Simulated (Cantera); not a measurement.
Pyrogenic steam for wet oxidation

A perfectly stirred reactor is fed with 13.7 % H2, 29.8 % O2, 56.5 % N2, equivalence ratio 0.23, at 25000 Pa; it is held at 900 K, and followed from long to short residence time.

Cantera simulation using GRI-Mech 3.0 (53 species, 325 reactions); the numbers are that mechanism's predictions, not measurements. Below about 950 K walls govern HO2 and H2O2 in real vessels. The temperature is held fixed by assumption; the heat of reaction is taken as removed at once.

```csv
τ (s),x H2,x O2,x H,x H2O,x O,x NO
0.33,0.0333,0.258,4.94e-6,0.111,4.83e-6,1.69e-10
0.18,0.0326,0.258,9.05e-6,0.112,8.89e-6,3.47e-10
0.097,0.0325,0.258,1.68e-5,0.112,1.63e-5,6.84e-10
0.053,0.0333,0.258,3.05e-5,0.111,2.87e-5,1.25e-9
0.029,0.0351,0.259,5.51e-5,0.109,4.89e-5,2.16e-9
0.016,0.0379,0.260,9.80e-5,0.106,7.97e-5,3.50e-9
0.0087,0.0421,0.262,0.000175,0.102,0.000127,5.45e-9
0.0048,0.0476,0.264,0.000304,0.0955,0.000193,7.97e-9
0.0026,0.0548,0.266,0.000529,0.0876,0.000288,1.12e-8
0.0014,0.0639,0.270,0.000900,0.0776,0.000416,1.47e-8
```
x: mole fraction; the columns are a selection and need not sum to one.
